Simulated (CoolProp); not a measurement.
A Linde-Hampson liquefier for nitrogen: isothermal reversible compression at 280 K from 1 atm to 15 MPa, throttling to 1 atm, return gas leaving the recuperator 2 K below the feed. Each further row changes one setting.

Values from CoolProp's reference Helmholtz-energy equation of state, Span 2000.

| case | liquid yield per pass | compression work (kJ/kg of gas) |
|---|---|---|
| as stated | 0.071 | 413 |
| high pressure 30 MPa | 0.105 | … |
| warm-end temperature 310 K | … | … |
| warm-end gap 7 K | … | 413 |

Q: Complete the blanks.

A: 
- high pressure 30 MPa, compression work (kJ/kg of gas): 474
- warm-end temperature 310 K, liquid yield per pass: 0.051
- warm-end temperature 310 K, compression work (kJ/kg of gas): 461
- warm-end gap 7 K, liquid yield per pass: 0.059
